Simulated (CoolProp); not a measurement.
R1233zd(E) along the isobar 2800 kPa: fugacity coefficient from the reference equation and from simpler models built on Tc = 438.9 K, pc = 3583 kPa, ω = 0.304; each cubic takes its own stable root.

The numbers come from the reference Helmholtz-energy equation of state, Akasaka 2022 in CoolProp.

```csv
T (K),phase,reference,van der Waals,Redlich-Kwong,Peng-Robinson
367.4,liquid,0.2953,0.5095,0.3780,0.2961
373.8,liquid,0.3326,0.5397,0.4147,0.3334
380.1,liquid,0.3716,0.5697,0.4522,0.3725
386.5,liquid,0.4134,0.6004,0.4912,0.4143
392.8,liquid,0.4566,0.6306,0.5305,0.4573
399.2,liquid,0.5024,0.6613,0.5710,0.5027
405.5,liquid,0.5491,0.6911,0.6111,0.5486
411.9,liquid,0.5977,0.7209,0.6518,0.5960
418.2,liquid,0.6464,0.7357,0.6911,0.6429
430.9,gas,0.7123,0.7563,0.7269,0.7032
437.3,gas,0.7282,0.7657,0.7393,0.7180
443.6,gas,0.7424,0.7743,0.7506,0.7315
450,gas,0.7557,0.7826,0.7614,0.7443
```

At some of these states van der Waals gives the other phase, because its saturation line lies elsewhere.
